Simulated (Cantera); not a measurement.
Input: 1 mol AlN, 0.018 mol N₂, held at 2.03 Torr.

Equilibrium computed with Cantera from the NASA thermochemical tables; the gas is ideal and each condensed phase is pure. Candidate condensed phases: Al, AlN; 5 gas species. Equilibrium is a limit: real reactors are often held back by kinetics, nucleation or transport. All values below are at 1725 °C.

Base state: N₂ 0.847, Al 0.153, Al₂ 1.95e-5 (mole fractions); condensed: AlN(s).

Q: What changes in the equilibrium state with this change: pressure from 2.03 Torr to 150 Torr?

A: 
```
species       before     after
-----------  -------  --------
N₂             0.847     1.000
Al             0.153  0.000221
Al₂          1.95e-5   3.01e-9
AlN(s), mol    0.996     1.000
```
